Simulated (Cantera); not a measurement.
A freely propagating, adiabatic, planar premixed flame of CH₄ : C₂H₆ : O₂ : N₂ = 1 : 0.21 : 2.91 : 10.8 (molar parts), equivalence ratio 0.94, unburnt at 650 K and 82.5 Torr; mixture-averaged transport, grid criteria slope 0.08 and curve 0.16, no radiation.

Detailed kinetics in Cantera: GRI-Mech 3.0 (53 species, 325 reactions). Burning velocities carry a grid error of a few per cent, more on coarse grids.

How do the results move with these cheaper or finer settings: unity-Lewis-number transport; multicomponent transport; multicomponent+Soret transport; grid criteria slope 0.5, curve 1; grid criteria slope 0.25, curve 0.5; grid criteria slope 0.03, curve 0.06?


```
setting                               laminar burning velocity  thermal thickness  peak x(O)  peak x(CH₃)  grid points
------------------------------------  ------------------------  -----------------  ---------  -----------  -----------
as above                                              210 cm/s            2.24 mm    0.00900      0.00438          155
unity-Lewis-number transport                          141 cm/s            2.63 mm    0.00994      0.00294          150
multicomponent transport                              210 cm/s            2.26 mm    0.00900      0.00440          155
multicomponent+Soret transport                        207 cm/s            2.25 mm    0.00905      0.00428          156
grid criteria slope 0.5, curve 1                      229 cm/s            2.52 mm    0.00948      0.00421           53
grid criteria slope 0.25, curve 0.5                   220 cm/s            2.34 mm    0.00928      0.00433           73
grid criteria slope 0.03, curve 0.06                  207 cm/s            2.21 mm    0.00891      0.00437          353
```
The base run took roughly 14 core-seconds.
Unity Lewis numbers drop preferential diffusion, which matters most where H2 and H carry the flame; Soret adds thermal diffusion.
